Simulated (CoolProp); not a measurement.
Saturation properties of R236FA.

The numbers come from the reference Helmholtz-energy equation of state, Pan 2012 in CoolProp.

| T (°C) | p (kPa) | liquid cp (kJ/(kg K)) | vapour Z | liquid viscosity (µPa s) | vapour viscosity (µPa s) | liquid conductivity (mW/(m K)) |
|---|---|---|---|---|---|---|
| -82.65 | 0.5214 | 1.182 | 0.9992 | 2340 | 6.96 | 109 |
| -66.95 | 2.177 | 1.167 | 0.9974 | 1370 | 7.54 | … |
| -51.15 | 7.138 | 1.161 | 0.9934 | 933 | 8.13 | 97.3 |
| -35.45 | … | 1.164 | 0.9861 | 686 | 8.71 | 91.8 |
| -19.65 | 44.52 | 1.174 | 0.9742 | … | … | 86.6 |
| -3.95 | 91.35 | 1.190 | 0.9568 | 419 | 9.84 | 81.7 |
| 11.85 | 171.2 | … | … | 338 | 10.4 | 76.9 |
| 27.55 | 295.9 | 1.243 | 0.9015 | 277 | 11.0 | … |
| 43.35 | 482.1 | 1.283 | 0.8616 | 228 | 11.5 | 67.9 |

Question: Fill in the missing entries.

Answer: 
- -66.95, liquid conductivity (mW/(m K)): 103
- -35.45, p (kPa): 19.17
- -19.65, liquid viscosity (µPa s): 528
- -19.65, vapour viscosity (µPa s): 9.28
- 11.85, liquid cp (kJ/(kg K)): 1.213
- 11.85, vapour Z: 0.9327
- 27.55, liquid conductivity (mW/(m K)): 72.4

It boils at -1.5 °C under 1 atm.

Viscosity comes from a separate model (Huber 2003), an estimate that may be off by 10 % or more. Thermal conductivity comes from a separate model (Huber 2003), an estimate that may be off by 10 % or more.
